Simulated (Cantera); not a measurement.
Input: 1 mol C2H4, 1.4 mol H2, at 11000 Pa.

Equilibrium computed with Cantera from the NASA thermochemical tables; the gas is ideal and each condensed phase is pure. Candidate condensed phases: C, C6H6, C7H8, C8H18; 76 gas species. Rates play no part.

### Question
At 2625 K, list the 6 most abundant gas species with their mole fractions, and the condensed phases.

### Answer
H2 0.865, H 0.119, C2H2 (acetylene) 0.0154, C2H 0.000196, C4H2 0.000114, C3 2.87e-5. Condensed: C(graphite).
